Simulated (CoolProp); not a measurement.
Vapour-liquid equilibrium of n-hexane (1) + toluene (2) at 5.34 bar; x and y are mole fractions of (1).

Model: multi-fluid Helmholtz-energy mixture model, Thol 2019 and Lemmon 2006; pair parameters Bell 2016, in CoolProp.

| x | bubble temperature, mixture model (K) | bubble temperature, Raoult's law (K) | y, mixture model | y, Raoult's law |
|---|---|---|---|---|
| 0.05 | 449.7 | 451.0 | 0.126 | 0.117 |
| 0.15 | 441.3 | 444.1 | 0.321 | 0.312 |
| 0.25 | 434.6 | 437.9 | 0.463 | 0.466 |
| 0.35 | 429.1 | 432.4 | 0.573 | 0.589 |
| 0.45 | 424.4 | 427.3 | 0.661 | 0.688 |
| 0.55 | 420.4 | 422.8 | 0.736 | 0.770 |
| 0.65 | 416.8 | 418.6 | 0.802 | 0.838 |
| 0.75 | 413.5 | 414.7 | 0.863 | 0.894 |
| 0.85 | 410.5 | 411.1 | 0.919 | 0.942 |
| 0.95 | 407.6 | 407.8 | 0.973 | 0.982 |

The largest gap from Raoult's law is -3.3 K in bubble temperature, at x = 0.35. No azeotrope shows between x = 0.05 and 0.95.

Pair parameters are fitted to limited data, so mixtures are less certain than the pure fluids.
